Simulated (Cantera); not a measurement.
**TiO₂ + H₂ (hydrogen reduction and annealing atmospheres)**

Charge: 1 mol TiO₂, 0.45 mol H₂, held at 1050 K and 1.00 bar.

Equilibrium computed with Cantera from the NASA thermochemical tables; the gas is ideal and each condensed phase is pure. Candidate condensed phases: H₂O, Ti, TiO, TiO₂, Ti₂O₃, Ti₃O₅, Ti₄O₇; 12 gas species. Mutual solubility and eutectic melting of coexisting phases are not modelled. Condensed phases not in the tables: Magnéli phases beyond Ti₄O₇. Rates play no part.

The x(H₂) is 1.000. The x(H₂O) is 0.000158, the n(TiO₂(rutile)) is 1.000 mol and the n(Ti₄O₇(s)) comes out as 7.11e-5 mol. The gas amount is 0.4500 mol. The log10 activity of Ti₃O₅(s) (absent) is -0.24 and the log10 activity of Ti₂O₃(s) (absent) comes out as -0.62. The log10 activity of Ti(α) (absent) is -11.01.
